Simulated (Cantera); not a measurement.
Cantera run:

```python
import numpy as np
import cantera as ct

gas_names = """
    H2 KOH O S2
""".split()
cond_names = """
    K2SO4(a) K2SO4(b) K2SO4(L)
""".split()


# ... load() reads the species with a 1 bar reference pressure and builds the phases ...
species = {s.name: s for s in load("nasa_gas.yaml", gas_names) + load("nasa_condensed.yaml", cond_names)}
# Each term lists the table entries of one substance; the one whose range holds T is used.
reactions = {
    '2 H2(g) + 2 K2SO4 = 4 KOH(g) + 4 O(g) + S2(g)':
        [(-2, ['H2']), (-2, ['K2SO4(a)', 'K2SO4(b)', 'K2SO4(L)']), (4, ['KOH']), (4, ['O']), (1, ['S2'])],
}


def pick(names, T):
    return next(species[n] for n in names if species[n].thermo.min_temp <= T <= species[n].thermo.max_temp)


results = []
for label, terms in reactions.items():
    print(label)
    print("     T/K   dH/kJ  dS/(J/K)   dG/kJ   log10 K")
    for T in [448, 598, 748, 898, 1048, 1198, 1348]:
        used = [(nu, pick(names, T)) for nu, names in terms]
        dH = sum(nu * s.thermo.h(T) for nu, s in used) / 1e6
        dS = sum(nu * s.thermo.s(T) for nu, s in used) / 1e3
        dG = dH - T * dS / 1e3
        logK = -dG * 1e6 / (ct.gas_constant * T * np.log(10))
        results.append((label, T, dH, dS, dG, logK, [s.name for _, s in used]))
        print(f"{T:8g} {dH:8.1f} {dS:8.1f} {dG:8.1f} {logK:8.2f}")
```

Output:

```
2 H2(g) + 2 K2SO4 = 4 KOH(g) + 4 O(g) + S2(g)
     T/K   dH/kJ  dS/(J/K)   dG/kJ   log10 K
     448   3066.4   1196.2   2530.5  -295.04
     598   3057.9   1180.0   2352.2  -205.46
     748   3044.2   1159.8   2176.7  -152.00
     898   3009.9   1118.8   2005.2  -116.64
    1048   2993.7   1102.2   1838.6   -91.64
    1198   2974.2   1084.8   1674.6   -73.01
    1348   2882.9   1015.8   1513.5   -58.65
```

Standard-state values (1 bar) from the NASA 1993 polynomials, evaluated with Cantera. Condensed species are held in their standard states even where they would react or evaporate.
